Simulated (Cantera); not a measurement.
## Si + F2 + H2 (silicon etching in halogen gases)

Input: 1 mol Si, a varied amount of F2, 67 mol H2, held at 475 K and 750 Torr.

Method: chemical equilibrium by Gibbs-energy minimisation in Cantera with the NASA 1993 tables (ideal gas, pure condensed phases). Candidate condensed phases: Si; 25 gas species. Rates play no part.

| n(F2) (mol) | x H2 | x HF | x SiF4 | x SiHF3 | x SiH2F2 | x H2F2 | n Si(s) |
|---|---|---|---|---|---|---|---|
| 0.69 | 0.995 | <1e-12 | 0.00461 | 0.000634 | 7.77e-5 | <1e-12 | 0.642 |
| 1 | 0.992 | <1e-12 | 0.00673 | 0.000841 | 9.37e-5 | <1e-12 | 0.483 |
| 1.5 | 0.989 | <1e-12 | 0.0102 | 0.00114 | 0.000115 | <1e-12 | 0.227 |
| 2.2 | 0.979 | 0.00586 | 0.0147 | <1e-12 | <1e-12 | 6.88e-8 | 0 |
| 3.2 | 0.951 | 0.0347 | 0.0145 | <1e-12 | <1e-12 | 2.41e-6 | 0 |
| 4.7 | 0.909 | 0.0764 | 0.0141 | <1e-12 | <1e-12 | 1.17e-5 | 0 |
| 6.9 | 0.852 | 0.134 | 0.0137 | <1e-12 | <1e-12 | 3.61e-5 | 0 |
x: gas mole fraction; n: condensed amount in mol.

From 0.69 mol F2 to 1.5 mol F2 the condensed part is Si(s). From 2.2 mol F2 to 6.9 mol F2 nothing is condensed. The main Si-bearing gas is SiF4 throughout.
